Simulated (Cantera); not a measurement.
What does this Cantera script print?

```python
import numpy as np
import cantera as ct

gas_names = """
    H H2 N NH NH2 NH3 N2 N2H2 N2H4 Si SiH SiH2 SiH3 SiH4 SiN Si2 Si2N Si3
""".split()
cond_names = """
    Si(cr) Si(L) Si3N4(a)
""".split()


# ... load() reads the species with a 1 bar reference pressure and builds the phases ...
atoms = {
    'SiH4': {'Si': 1, 'H': 4},
    'N2': {'N': 2},
}
top_T = {'Si3N4(a)': 2400}  # K; cautious upper limits of use, not melting points


# ... equilibrate(T, P, feed) seeds the gas with the atoms and calls Mixture.equilibrate('TP', solver="vcs", rtol=1e-11, max_steps=5000) ...
results = []
T = 1100  # K
P = 1000  # Pa
for m in [0.42, 0.57, 0.76, 1, 1.3, 1.8, 2.4, 3.2, 4.3]:
    feed = {'SiH4': 1, 'N2': m}  # mol
    mix = equilibrate(T, P, feed)
    results.append((T, P, feed, dict(zip(mix.species_names, mix.species_moles))))
    x = sorted(zip(gas.X, gas.species_names), reverse=True)
    print(f"T = {T:g} K  P = {P:g} Pa  n(N2) = {m:g} mol  gas = {mix.phase_moles(0):.4g} mol")
    print("   x: " + "  ".join(f"{s} {v:.3e}" for v, s in x if v > 0.0001))
    print("   condensed (mol): " + ("  ".join(f"{mix.phase(i).name} {mix.phase_moles(i):.4g}"
          for i in range(1, mix.n_phases) if mix.phase_moles(i) > 1e-12) or "none"))
```

It prints:

```
T = 1100 K  P = 1000 Pa  n(N2) = 0.42 mol  gas = 2 mol
   x: H2 1.000e+00
   condensed (mol): Si(cr) 0.37  Si3N4(a) 0.21
T = 1100 K  P = 1000 Pa  n(N2) = 0.57 mol  gas = 2 mol
   x: H2 1.000e+00
   condensed (mol): Si(cr) 0.145  Si3N4(a) 0.285
T = 1100 K  P = 1000 Pa  n(N2) = 0.76 mol  gas = 2.093 mol
   x: H2 9.554e-01  N2 4.459e-02
   condensed (mol): Si3N4(a) 0.3333
T = 1100 K  P = 1000 Pa  n(N2) = 1 mol  gas = 2.333 mol
   x: H2 8.571e-01  N2 1.429e-01
   condensed (mol): Si3N4(a) 0.3333
T = 1100 K  P = 1000 Pa  n(N2) = 1.3 mol  gas = 2.633 mol
   x: H2 7.595e-01  N2 2.405e-01
   condensed (mol): Si3N4(a) 0.3333
T = 1100 K  P = 1000 Pa  n(N2) = 1.8 mol  gas = 3.133 mol
   x: H2 6.383e-01  N2 3.617e-01
   condensed (mol): Si3N4(a) 0.3333
T = 1100 K  P = 1000 Pa  n(N2) = 2.4 mol  gas = 3.733 mol
   x: H2 5.357e-01  N2 4.643e-01
   condensed (mol): Si3N4(a) 0.3333
T = 1100 K  P = 1000 Pa  n(N2) = 3.2 mol  gas = 4.533 mol
   x: N2 5.588e-01  H2 4.412e-01
   condensed (mol): Si3N4(a) 0.3333
T = 1100 K  P = 1000 Pa  n(N2) = 4.3 mol  gas = 5.633 mol
   x: N2 6.450e-01  H2 3.550e-01
   condensed (mol): Si3N4(a) 0.3333
```

Equilibrium computed with Cantera from the NASA thermochemical tables; the gas is ideal and each condensed phase is pure. N2 is the only nitrogen source here; it is nearly inert below about 1500 K, so the nitride shown seldom forms there in practice. Mutual solubility and eutectic melting of coexisting phases are not modelled.
